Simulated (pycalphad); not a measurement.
Invariant reactions of Fe-Ti

All values are pycalphad results on the COST 507 light-alloy database (1999) (1 atm), not direct measurements. These are 1990s assessments: newer ones move some temperatures and phases. Kinetics are ignored, which matters at the lower temperatures.

```
type                reaction on cooling  T (°C)  Ti in phase 1 (at.%)  Ti in phase 2 (at.%)  Ti in phase 3 (at.%)
----------  ---------------------------  ------  --------------------  --------------------  --------------------
peritectic    LAVES_C14 + LIQUID → FETI  1320.3                  37.4                  50.0                  50.6
eutectic    LIQUID → BCC_A2 + LAVES_C14  1291.3                   9.9                  15.2                  26.7
eutectic         LIQUID → FETI + BCC_A2  1076.1                  50.0                  71.2                  77.2
eutectoid        BCC_A2 → FETI + HCP_A3   576.3                  50.0                  87.7                 99.94
```

Phases 1 to 3 are ordered by rising Ti content. The map covers 227 °C to 1877 °C; reactions that its mapper missed or could not classify are not listed.

Database names, with the compositions (at.%) that they take in these runs: LAVES_C14: Fe 63-73 Ti 27-37; FETI: Fe 50 Ti 50. BCC_A2 is bcc; HCP_A3 is hcp.
